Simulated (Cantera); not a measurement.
## Premixed flame

A freely propagating, adiabatic, planar premixed flame of CH4 : O2 : N2 = 1 : 1.33 : 5.01 (molar parts), unburnt at 425 K and 0.671 atm; mixture-averaged transport, grid criteria slope 0.08 and curve 0.16, no radiation.

Cantera simulation using GRI-Mech 3.0 (53 species, 325 reactions); the numbers are that mechanism's predictions, not measurements. Burning velocities carry a grid error of a few per cent, more on coarse grids.

| z (mm) | T (K) | u (m/s) | x CH4 | x O2 | x NO | x CO | x CH2 | x CH2O |
|---|---|---|---|---|---|---|---|---|
| -3.92 | 426 | 0.248 | 0.136 | 0.180 | <1e-8 | 1.78e-5 | <1e-8 | 2.08e-7 |
| -2.61 | 432 | 0.253 | 0.134 | 0.179 | <1e-8 | 0.000137 | <1e-8 | 2.09e-6 |
| -1.96 | 454 | 0.268 | 0.131 | 0.176 | 1.71e-8 | 0.000693 | <1e-8 | 1.40e-5 |
| -1.31 | 578 | 0.347 | 0.121 | 0.166 | 1.78e-7 | 0.00462 | <1e-8 | 0.000131 |
| -0.653 | 1035 | 0.636 | 0.0821 | 0.121 | 1.96e-6 | 0.0256 | <1e-8 | 0.000747 |
| -0.326 | 1407 | 0.878 | 0.0477 | 0.0768 | 4.06e-6 | 0.0482 | 9.92e-7 | 0.000855 |
| 0 | 1741 | 1.10 | 0.0160 | 0.0306 | 7.19e-6 | 0.0723 | 2.16e-5 | 0.000366 |
| 0.326 | 1897 | 1.20 | 0.00416 | 0.00818 | 1.16e-5 | 0.0826 | 3.34e-5 | 0.000105 |
| 0.653 | 1947 | 1.23 | 0.00166 | 0.00215 | 1.59e-5 | 0.0842 | 1.79e-5 | 3.66e-5 |
| 1.31 | 1974 | 1.25 | 0.000734 | 0.000228 | 2.15e-5 | 0.0838 | 4.89e-6 | 9.67e-6 |
| 2.61 | 1984 | 1.26 | 0.000457 | 1.15e-5 | 2.67e-5 | 0.0835 | 1.24e-6 | 3.06e-6 |
| 5.22 | 1987 | 1.26 | 0.000340 | 7.93e-7 | 3.19e-5 | 0.0839 | 4.40e-7 | 1.37e-6 |
| 10.4 | 1987 | 1.26 | 0.000225 | 3.63e-7 | 3.92e-5 | 0.0846 | 1.99e-7 | 7.07e-7 |
x: mole fraction of selected species; z is measured from the peak of heat release.

```yaml
laminar_burning_velocity: 24.6 cm/s
thermal_thickness: 1.31 mm
peak x(CO): 0.0854
peak x(CH2): 3.54e-5
peak x(CH2O): 0.000899
grid_points: 122
```
